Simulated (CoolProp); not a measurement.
Vapour pressure (MPa) of R11: the reference equation beside estimates from Tc = 471.1 K, pc = 4.408 MPa, ω = 0.189.

Model: reference Helmholtz-energy equation of state, Jacobsen 1992, in CoolProp.

| T (K) | reference | van der Waals | Redlich-Kwong | Peng-Robinson |
|---|---|---|---|---|
| 240.3 | 0.007812 | 0.1400 | 0.01307 | 0.008215 |
| 249.2 | 0.01280 | 0.1776 | 0.02102 | 0.01330 |
| 258.2 | 0.02026 | 0.2224 | 0.03260 | 0.02085 |
| 267.1 | 0.03079 | 0.2739 | 0.04852 | 0.03144 |
| 276 | 0.04536 | 0.3332 | 0.06993 | 0.04603 |
| 284.9 | 0.06499 | 0.4006 | 0.09798 | 0.06560 |
| 293.8 | 0.09080 | 0.4768 | 0.1339 | 0.09129 |
| 302.8 | 0.1245 | 0.5633 | 0.1795 | 0.1248 |
| 311.7 | 0.1666 | 0.6585 | 0.2350 | 0.1666 |
| 320.6 | 0.2190 | 0.7639 | 0.3023 | 0.2186 |
| 329.5 | 0.2832 | 0.8798 | 0.3827 | 0.2823 |

Absolute difference from the reference over all 11 rows, mean and median: van der Waals 677.3 and 516.4 %, Redlich-Kwong 51.0 and 50.8 %, Peng-Robinson 1.6 and 0.9 %.
